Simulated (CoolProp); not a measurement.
Properties of n-undecane at several states (Tc = 638.8 K, pc = 1.990 MPa, ω = 0.539).

The numbers come from the reference Helmholtz-energy equation of state, Aleksandrov 2011 in CoolProp. It is a short technical equation, of lower accuracy than the large ones.

```json
[
 {"T (K)": "395.9", "p (MPa)": "0.654", "phase": "liquid", "cp (kJ/(kg K))": "2.578", "cv (kJ/(kg K))": "2.181", "speed of sound (m/s)": "910.8", "isothermal compressibility (1/MPa)": "?"},
 {"T (K)": "556", "p (MPa)": "0.335", "phase": "gas", "cp (kJ/(kg K))": "?", "cv (kJ/(kg K))": "2.695", "speed of sound (m/s)": "153.1", "isothermal compressibility (1/MPa)": "?"},
 {"T (K)": "369.7", "p (MPa)": "0.652", "phase": "liquid", "cp (kJ/(kg K))": "?", "cv (kJ/(kg K))": "?", "speed of sound (m/s)": "?", "isothermal compressibility (1/MPa)": "0.001746"}
]
```

Q: What belongs in the gaps?

A: 
- 395.9, isothermal compressibility (1/MPa): 0.002152
- 556, cp (kJ/(kg K)): 2.800
- 556, isothermal compressibility (1/MPa): 3.442
- 369.7, cp (kJ/(kg K)): 2.474
- 369.7, cv (kJ/(kg K)): 2.077
- 369.7, speed of sound (m/s): 999.9
